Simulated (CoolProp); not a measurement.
A single-stage vapour-compression cycle with propane: evaporating at 254.15 K (dew point), condensing at 323.15 K (bubble point), superheat 5 K, subcooling 5 K, compressor efficiency 0.9, no pressure losses. Each further row changes one setting.

The numbers come from the reference Helmholtz-energy equation of state, Lemmon 2009 in CoolProp.

```tsv
case	cooling COP	pressure ratio	discharge temperature (K)	refrigerating effect (kJ/kg)	volumetric capacity (kJ/m³)
as stated	2.33	6.76	341.0	240	1330
evaporating temperature 259.15 K	2.63	5.68	339.5	246	1610
condensing temperature 318.15 K	2.63	6.05	335.7	254	1410
subcooling 10 K	2.47	6.76	341.0	254	1410
superheat 15 K	2.37	6.76	350.4	256	1360
compressor efficiency 0.8	2.07	6.76	346.7	240	1330
```
